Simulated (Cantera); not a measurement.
A perfectly stirred reactor is fed with CH₄ : C₂H₆ : O₂ : N₂ = 1 : 0.98 : 9.7 : 36.5 (molar parts), equivalence ratio 0.56, at 10500 Torr; it is adiabatic with a 648 K inlet, and is followed from long to short residence time, starting on the burning branch (τ in s: 0.036, 0.018, 0.0085, 0.0041, 0.002, 0.00096, 0.00047, 0.00023, 0.00011, 5.3e-05, 2.6e-05).

Detailed kinetics in Cantera: GRI-Mech 3.0 (53 species, 325 reactions). The pressure lies above the range GRI-Mech 3.0 was tuned for (to about 10 atm).

x: mole fraction; the columns are a selection and need not sum to one.

| τ (s) | T (K) | x CH₄ | x C₂H₆ | x O₂ | x OH | x C₂H₂ | x H₂O₂ | x HCN |
|---|---|---|---|---|---|---|---|---|
| 0.036 | 1888 | 1.91e-6 | 3.48e-7 | 0.0876 | 0.000540 | 9.83e-7 | 1.67e-7 | [?] |
| 0.018 | 1887 | 3.43e-6 | 6.49e-7 | 0.0877 | 0.000586 | 1.70e-6 | 1.88e-7 | [?] |
| 0.0085 | 1885 | 6.18e-6 | 1.23e-6 | 0.0877 | 0.000662 | 2.87e-6 | 2.28e-7 | [?] |
| 0.0041 | 1883 | 1.06e-5 | 2.23e-6 | 0.0878 | 0.000769 | 4.43e-6 | 2.90e-7 | [?] |
| 0.0020 | 1879 | 1.76e-5 | 3.91e-6 | 0.0880 | 0.000904 | 6.40e-6 | 3.81e-7 | [?] |
| 0.00096 | 1872 | 2.96e-5 | 6.86e-6 | 0.0883 | 0.00107 | 8.88e-6 | 5.12e-7 | [?] |
| 0.00047 | 1861 | 4.99e-5 | 1.19e-5 | 0.0889 | 0.00124 | 1.18e-5 | 6.91e-7 | [?] |
| 0.00023 | 1843 | 8.78e-5 | 2.14e-5 | 0.0899 | 0.00139 | 1.53e-5 | 9.44e-7 | [?] |
| 0.00011 | 1808 | 0.000177 | 4.30e-5 | 0.0922 | 0.00141 | 2.06e-5 | 1.36e-6 | [?] |
| 5.3e-5 | 648 | 0.0208 | 0.0203 | 0.201 | <1e-12 | <1e-12 | <1e-12 | <1e-12 |
| 2.6e-5 | 648 | 0.0208 | 0.0203 | 0.201 | <1e-12 | <1e-12 | <1e-12 | <1e-12 |

Q: Fill in the missing entries.

A: 
- 0.036, x HCN: 7.31e-9
- 0.018, x HCN: 8.03e-9
- 0.0085, x HCN: 9.39e-9
- 0.0041, x HCN: 1.16e-8
- 0.0020, x HCN: 1.49e-8
- 0.00096, x HCN: 1.97e-8
- 0.00047, x HCN: 2.58e-8
- 0.00023, x HCN: 3.33e-8
- 0.00011, x HCN: 4.27e-8
